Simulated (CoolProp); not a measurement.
Saturation properties of sulfur hexafluoride.

Values from CoolProp's reference Helmholtz-energy equation of state, Guder 2009.

```json
[
 {"T (°C)": "-30.75", "p (bar)": "4.795", "vapour density (kg/m³)": "39.37", "liquid cp (kJ/(kg K))": "0.8985", "liquid viscosity (µPa s)": "308", "liquid conductivity (mW/(m K))": "71.3"},
 {"T (°C)": "-20.85", "p (bar)": "6.707", "vapour density (kg/m³)": "54.84", "liquid cp (kJ/(kg K))": "0.9354", "liquid viscosity (µPa s)": "263", "liquid conductivity (mW/(m K))": "68.4"},
 {"T (°C)": "-10.95", "p (bar)": "9.135", "vapour density (kg/m³)": "75.08", "liquid cp (kJ/(kg K))": "0.9784", "liquid viscosity (µPa s)": "223", "liquid conductivity (mW/(m K))": "65.3"},
 {"T (°C)": "-1.05", "p (bar)": "12.16", "vapour density (kg/m³)": "101.6", "liquid cp (kJ/(kg K))": "1.032", "liquid viscosity (µPa s)": "188", "liquid conductivity (mW/(m K))": "62.1"},
 {"T (°C)": "8.95", "p (bar)": "15.90", "vapour density (kg/m³)": "137.0", "liquid cp (kJ/(kg K))": "1.105", "liquid viscosity (µPa s)": "158", "liquid conductivity (mW/(m K))": "58.7"},
 {"T (°C)": "18.85", "p (bar)": "20.40", "vapour density (kg/m³)": "184.8", "liquid cp (kJ/(kg K))": "1.218", "liquid viscosity (µPa s)": "131", "liquid conductivity (mW/(m K))": "55.1"},
 {"T (°C)": "28.75", "p (bar)": "25.79", "vapour density (kg/m³)": "254.1", "liquid cp (kJ/(kg K))": "1.439", "liquid viscosity (µPa s)": "107", "liquid conductivity (mW/(m K))": "51.3"},
 {"T (°C)": "38.65", "p (bar)": "32.25", "vapour density (kg/m³)": "372.7", "liquid cp (kJ/(kg K))": "2.241", "liquid viscosity (µPa s)": "79.8", "liquid conductivity (mW/(m K))": "47.6"}
]
```

Viscosity comes from a separate model (Quiñones-Cisneros 2012). Thermal conductivity comes from a separate model (Assael 2012).
